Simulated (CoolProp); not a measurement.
Vapour-liquid equilibrium of methane (1) + ethane (2) at 0.12 MPa; x and y are mole fractions of (1).

Values from CoolProp's multi-fluid Helmholtz-energy mixture model, Setzmann 1991 and Bücker 2006; pair parameters Kunz 2012.

```csv
x,"bubble temperature, mixture model (°C)","bubble temperature, Raoult's law (°C)","y, mixture model","y, Raoult's law"
0.05,-111.7,-109.2,0.803,0.775
0.15,-133.7,-129.5,0.972,0.962
0.25,-142.4,-138.8,0.990,0.987
0.35,-147.3,-144.4,0.995,0.994
0.45,-150.5,-148.3,0.997,0.997
0.55,-152.8,-151.3,0.998,0.998
0.65,-154.6,-153.7,0.999,0.999
0.75,-156.1,-155.6,0.999,0.999
0.85,-157.4,-157.3,1.000,1.000
0.95,-158.7,-158.7,1.000,1.000
```

The largest gap from Raoult's law is -4.2 K in bubble temperature, at x = 0.15. No azeotrope shows between x = 0.05 and 0.95.

The pair parameters rest on a limited set of measurements; away from them the model extrapolates.
